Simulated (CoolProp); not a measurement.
Vapour-liquid equilibrium of CF4 (R14) (1) + R13 (2) at 155.5 K; x and y are mole fractions of (1).

Model: multi-fluid Helmholtz-energy mixture model, Platzer 1990 and Platzer 1990; pair parameters Bell 2016, in CoolProp. This equation is an older, rougher fit; its heat capacities, sound speeds and derivatives of the liquid may be far off and weren't checked against measurements.

```csv
x,bubble pressure (MPa),y at the bubble point,dew pressure at overall composition x (MPa),liquid density (mol/L)
0.05,0.02343,0.646,0.009073,15.91
0.125,0.04331,0.821,0.009832,16.05
0.2,(withheld),0.881,0.01073,16.19
0.275,0.07662,0.912,0.01181,(withheld)
0.35,0.09091,0.931,0.01312,16.46
0.425,0.1041,0.945,0.01477,16.60
0.5,0.1165,0.955,0.01688,(withheld)
0.575,0.1285,0.964,0.01970,16.86
0.65,0.1402,0.971,0.02365,16.99
0.725,0.1519,0.977,0.02956,17.12
0.8,0.1639,0.984,0.03937,(withheld)
0.875,0.1765,0.990,0.05866,17.37
0.95,0.1899,0.996,0.1103,17.49
```

Question: What belongs in the gaps?

Answer: 
- 0.2, bubble pressure (MPa): 0.06089
- 0.275, liquid density (mol/L): 16.32
- 0.5, liquid density (mol/L): 16.73
- 0.8, liquid density (mol/L): 17.25

No azeotrope shows between x = 0.05 and 0.95.

Pair parameters are fitted to limited data, so mixtures are less certain than the pure fluids.
